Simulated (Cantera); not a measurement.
Input: 1 mol SiH₂Cl₂, 0.026 mol HCl, a varied amount of H₂, at 0.100 bar.

Method: chemical equilibrium by Gibbs-energy minimisation in Cantera with the NASA 1993 tables (ideal gas, pure condensed phases). Candidate condensed phases: Si; 19 gas species. The tables' values for SiCl₃ are old estimates. Equilibrium is a limit: real reactors are often held back by kinetics, nucleation or transport.

Stable condensed phases, one row left out:

```
T in °C \ n(H₂) in mol
          90 110 130 160 190 230 280 340 410 500 600 730 880
   1925    A   A   A   A   A   B   B   B   B   B   B   B   B
   1725    A   A   A   A   A   A   A   A   A   A   A   A   A
   1625    A   A   A   A   A   A   A   A   A   A   A   A   A
   1525    A   A   A   A   A   A   A   A   A   A   A   A   A
   1425    A   A   A   A   A   A   A   A   A   A   A   A   A
   1325    A   A   A   A   A   A   A   A   A   A   A   A   A
   1225    A   A   A   A   A   A   A   A   A   A   A   A   A
   1125    A   A   A   A   A   A   A   A   A   A   A   A   A
   1025    A   A   A   A   A   A   A   A   A   A   A   A   A
    925    A   A   A   A   A   A   A   A   A   A   A   A   A
    825    A   A   A   A   A   A   A   A   A   A   A   A   A
    725    A   A   A   A   A   A   A   A   A   A   A   A   A
```

A: Si; B: gas only.

### Question
Give the row for 1825 °C.

### Answer
90: Si; 110: Si; 130: Si; 160: Si; 190: Si; 230: Si; 280: Si; 340: Si; 410: Si; 500: Si; 600: gas only; 730: gas only; 880: gas only.
